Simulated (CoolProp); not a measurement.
Nitrous oxide at 298.15 K and 3.56 MPa is compressed adiabatically to 8.33 MPa with isentropic efficiency 0.7. Each further row changes one setting.

Computed with CoolProp (reference Helmholtz-energy equation of state, Lemmon 2006). It is a short technical equation, of lower accuracy than the large ones.

```
case             work (kJ/kg)  final temperature (K)  final density (kg/m³)
---------------  ------------  ---------------------  ---------------------
as stated                57.5                    [?]                    [?]
efficiency 1              [?]                    [?]                    [?]
efficiency 0.65           [?]                    [?]                    [?]
```

Problem. Complete the blanks.

Solution. 
- as stated, final temperature (K): 378.5
- as stated, final density (kg/m³): 149
- efficiency 1, work (kJ/kg): 40.2
- efficiency 1, final temperature (K): 366.5
- efficiency 1, final density (kg/m³): 161
- efficiency 0.65, work (kJ/kg): 61.9
- efficiency 0.65, final temperature (K): 381.7
- efficiency 0.65, final density (kg/m³): 147
